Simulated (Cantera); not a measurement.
A closed system holds: 1 mol Si₃N₄, 0.047 mol N₂, equilibrated at 2800 °C and 2.60 bar.

Method: chemical equilibrium by Gibbs-energy minimisation in Cantera with the NASA 1993 tables (ideal gas, pure condensed phases). Candidate condensed phases: Si, Si₃N₄; 7 gas species. The tables' values for SiN are old estimates; treat these amounts as uncertain. Equilibrium is a limit: real reactors are often held back by kinetics, nucleation or transport.

Base state: N₂ 0.930, Si 0.0590, SiN 0.00461, Si₂ 0.00308, Si₂N 0.00293, Si₃ 0.000442, N 1.32e-5 (mole fractions); condensed: Si(l).

Task: What changes in the equilibrium state with this change: temperature from 2800 °C to 1525 °C?

Result: 
| species | before | after |
|---|---|---|
| N₂ | 0.930 | 1.00 |
| Si | 0.0590 | 2.62e-8 |
| SiN | 0.00461 | 1.88e-8 |
| Si₂ | 0.00308 | <1e-9 |
| Si₂N | 0.00293 | <1e-9 |
| Si₃ | 0.000442 | <1e-9 |
| N | 1.32e-5 | <1e-9 |
| Si(l), mol | 2.83 | 0 |
| Si₃N₄(s), mol | 0 | 1.00 |
